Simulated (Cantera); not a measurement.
An adiabatic, constant-pressure homogeneous reactor starts with 12.0 % H2, 7.33 % O2, 80.6 % N2, equivalence ratio 0.82, at 1475 K and 1.30 bar.

Model: GRI-Mech 3.0 (53 species, 325 reactions), integrated in Cantera.

x: mole fraction; the columns are a selection and need not sum to one.

```json
[
 {"t (s)": "1.00e-6", "T (K)": "1475", "x H2": "0.120", "x O2": "0.0733", "x NO": "<1e-12", "x HO2": "5.43e-8", "x H": "5.83e-8", "x NO2": "<1e-12", "x OH": "6.12e-9"},
 {"t (s)": "2.56e-6", "T (K)": "1475", "x H2": "0.120", "x O2": "0.0733", "x NO": "<1e-12", "x HO2": "1.42e-7", "x H": "2.45e-7", "x NO2": "<1e-12", "x OH": "3.24e-8"},
 {"t (s)": "6.54e-6", "T (K)": "1475", "x H2": "0.120", "x O2": "0.0733", "x NO": "<1e-12", "x HO2": "4.76e-7", "x H": "3.35e-6", "x NO2": "<1e-12", "x OH": "4.71e-7"},
 {"t (s)": "1.67e-5", "T (K)": "1477", "x H2": "0.117", "x O2": "0.0721", "x NO": "4.81e-10", "x HO2": "(withheld)", "x H": "(withheld)", "x NO2": "<1e-12", "x OH": "(withheld)"},
 {"t (s)": "4.28e-5", "T (K)": "1777", "x H2": "0.0189", "x O2": "0.0228", "x NO": "2.28e-5", "x HO2": "9.24e-6", "x H": "0.0311", "x NO2": "2.58e-9", "x OH": "0.00876"},
 {"t (s)": "0.000109", "T (K)": "2027", "x H2": "0.0142", "x O2": "0.0186", "x NO": "5.69e-5", "x HO2": "5.15e-6", "x H": "0.0127", "x NO2": "6.87e-9", "x OH": "0.00937"},
 {"t (s)": "0.000280", "T (K)": "2183", "x H2": "(withheld)", "x O2": "(withheld)", "x NO": "(withheld)", "x HO2": "(withheld)", "x H": "(withheld)", "x NO2": "(withheld)", "x OH": "(withheld)"},
 {"t (s)": "0.000715", "T (K)": "2263", "x H2": "0.00354", "x O2": "0.0142", "x NO": "0.000136", "x HO2": "1.53e-6", "x H": "0.000979", "x NO2": "3.62e-8", "x OH": "0.00512"},
 {"t (s)": "0.00183", "T (K)": "2288", "x H2": "0.00193", "x O2": "0.0138", "x NO": "0.000196", "x HO2": "1.23e-6", "x H": "0.000378", "x NO2": "6.38e-8", "x OH": "0.00383"},
 {"t (s)": "0.00468", "T (K)": "2289", "x H2": "0.00182", "x O2": "0.0137", "x NO": "0.000315", "x HO2": "1.21e-6", "x H": "0.000345", "x NO2": "1.04e-7", "x OH": "0.00372"},
 {"t (s)": "0.0120", "T (K)": "2289", "x H2": "0.00182", "x O2": "0.0136", "x NO": "0.000604", "x HO2": "1.19e-6", "x H": "0.000344", "x NO2": "1.98e-7", "x OH": "0.00370"},
 {"t (s)": "0.0306", "T (K)": "2287", "x H2": "0.00183", "x O2": "0.0133", "x NO": "0.00126", "x HO2": "1.17e-6", "x H": "0.000342", "x NO2": "4.09e-7", "x OH": "0.00366"},
 {"t (s)": "0.0782", "T (K)": "2285", "x H2": "0.00184", "x O2": "0.0127", "x NO": "0.00242", "x HO2": "1.12e-6", "x H": "0.000339", "x NO2": "7.73e-7", "x OH": "0.00359"},
 {"t (s)": "0.200", "T (K)": "2282", "x H2": "0.00186", "x O2": "0.0122", "x NO": "0.00352", "x HO2": "1.08e-6", "x H": "0.000336", "x NO2": "1.10e-6", "x OH": "0.00352"}
]
```

**Question.** Fill in the missing entries.

**Answer.** 
- 1.67e-5, x HO2: 2.21e-5
- 1.67e-5, x H: 0.00157
- 1.67e-5, x OH: 0.000229
- 0.000280, x H2: 0.00810
- 0.000280, x O2: 0.0157
- 0.000280, x NO: 9.06e-5
- 0.000280, x HO2: 2.73e-6
- 0.000280, x H: 0.00400
- 0.000280, x NO2: 1.51e-8
- 0.000280, x OH: 0.00759
